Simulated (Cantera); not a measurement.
C₂H₆ + CO₂ (carbon deposition, reforming and gasification)

Feed: 1 mol C₂H₆, 4 mol CO₂, held at 2248 K and 0.158 Torr.

Cantera equilibrium calculation (NASA polynomials, part measured and part estimated; ideal gas, pure solids and liquids). Candidate condensed phases: C, C₆H₆, C₇H₈, C₈H₁₈, H₂O; 110 gas species. Rates play no part.

```yaml
x(CO): 0.520
x(H): 0.173
x(H₂): 0.117
x(H₂O): 0.0814
x(CO₂): 0.0668
x(O): 0.0185
x(OH): 0.0181
x(O₂): 0.00544
gas_amount: 10.22 mol
log10 activity of C(graphite) (absent): -8.12
```
